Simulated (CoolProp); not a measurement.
The numbers come from the reference Helmholtz-energy equation of state, Schmidt 1985 in CoolProp.

**Question.** Give the vapour pressure (MPa), enthalpy of vaporisation (kJ/kg), liquid cp (kJ/(kg K)), liquid viscosity (µPa s) of saturated oxygen at 126.1 K.

**Answer.** 
```
T (K)  p (MPa)  enthalpy of vaporisation (kJ/kg)  liquid cp (kJ/(kg K))  liquid viscosity (µPa s)
-----  -------  --------------------------------  ---------------------  ------------------------
126.1     1.43                               162                   2.05                      84.9
```

Viscosity comes from a separate model (Lemmon 2004).
